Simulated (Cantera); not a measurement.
A closed system holds: 1 mol ZrO2, 5.5 mol H2, at 1298.15 K and 608 Torr.

Cantera equilibrium calculation (NASA polynomials, part measured and part estimated; ideal gas, pure solids and liquids). Candidate condensed phases: H2O, Zr, ZrO2; 12 gas species. Equilibrium is a limit: real reactors are often held back by kinetics, nucleation or transport.

### Question
What is the equilibrium state?

### Answer
```
Property                 Value
-------------------  ---------
x(H2)                    1.000
x(H)                   1.19e-6
n(ZrO2(monoclinic))   1.00 mol
gas amount           5.500 mol
```
